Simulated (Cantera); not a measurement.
A freely propagating, adiabatic, planar premixed flame of CH4 : O2 : N2 = 1 : 1.43 : 5.37 (molar parts), unburnt at 475 K and 1.00 atm; mixture-averaged transport, grid criteria slope 0.08 and curve 0.16, no radiation.

Model: GRI-Mech 3.0 (53 species, 325 reactions), integrated in Cantera. Burning velocities carry a grid error of a few per cent, more on coarse grids.

Question: How do the results move with these cheaper or finer settings: unity-Lewis-number transport; multicomponent transport; multicomponent+Soret transport; grid criteria slope 0.5, curve 1; grid criteria slope 0.25, curve 0.5; grid criteria slope 0.03, curve 0.06?

Answer: 
```csv
setting,laminar burning velocity,thermal thickness,peak x(HCO),peak x(CH2),grid points
as above,40.8 cm/s,0.622 mm,1.80e-5,5.94e-5,150
unity-Lewis-number transport,27.7 cm/s,0.803 mm,1.33e-5,5.37e-5,135
multicomponent transport,40.7 cm/s,0.632 mm,1.79e-5,5.93e-5,150
multicomponent+Soret transport,41.3 cm/s,0.614 mm,1.90e-5,6.06e-5,151
"grid criteria slope 0.5, curve 1",45.6 cm/s,0.691 mm,1.77e-5,5.94e-5,33
"grid criteria slope 0.25, curve 0.5",41.7 cm/s,0.650 mm,1.76e-5,5.87e-5,53
"grid criteria slope 0.03, curve 0.06",40.4 cm/s,0.616 mm,1.81e-5,5.95e-5,332
```
The base run took roughly 9 core-seconds.
Unity Lewis numbers drop preferential diffusion, which matters most where H2 and H carry the flame; Soret adds thermal diffusion.
